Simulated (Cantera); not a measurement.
A perfectly stirred reactor is fed with H₂ : O₂ : N₂ = 1 : 0.575 : 2.16 (molar parts), equivalence ratio 0.87, at 0.210 bar; it is adiabatic with a 475 K inlet, and is followed from long to short residence time, starting on the burning branch (τ in s: 0.076, 0.024, 0.0077, 0.0025, 0.00079, 0.00025, 8.1e-05, 2.6e-05, 8.3e-06).

Model: the H2/O2 subset of GRI-Mech 3.0, which has no nitrogen chemistry, integrated in Cantera.

x: mole fraction; the columns are a selection and need not sum to one.

| τ (s) | T (K) | x H₂ | x O₂ | x H₂O₂ | x O | x HO₂ | x OH | x H₂O |
|---|---|---|---|---|---|---|---|---|
| 0.076 | 2277 | 0.0134 | 0.0257 | 8.19e-8 | 0.00288 | 1.87e-6 | 0.0136 | 0.282 |
| 0.024 | 2190 | 0.0189 | 0.0280 | 8.09e-8 | 0.00456 | 1.93e-6 | 0.0156 | 0.272 |
| 0.0077 | 2037 | 0.0267 | 0.0318 | 1.18e-7 | 0.00762 | [?] | 0.0169 | 0.255 |
| 0.0025 | 1836 | 0.0334 | 0.0368 | 2.51e-7 | 0.0114 | [?] | 0.0159 | 0.237 |
| 0.00079 | 1604 | 0.0377 | 0.0428 | 6.80e-7 | 0.0145 | [?] | 0.0124 | 0.219 |
| 0.00025 | 1362 | 0.0455 | 0.0523 | 1.43e-6 | 0.0145 | [?] | 0.00779 | 0.199 |
| 8.1e-5 | 475 | 0.268 | 0.154 | <1e-12 | <1e-12 | <1e-12 | <1e-12 | <1e-12 |
| 2.6e-5 | 475 | 0.268 | 0.154 | <1e-12 | <1e-12 | <1e-12 | <1e-12 | <1e-12 |
| 8.3e-6 | 475 | 0.268 | 0.154 | <1e-12 | <1e-12 | <1e-12 | <1e-12 | <1e-12 |

Problem. Complete the blanks.

Solution. 
- 0.0077, x HO₂: 2.66e-6
- 0.0025, x HO₂: 4.22e-6
- 0.00079, x HO₂: 6.73e-6
- 0.00025, x HO₂: 1.12e-5
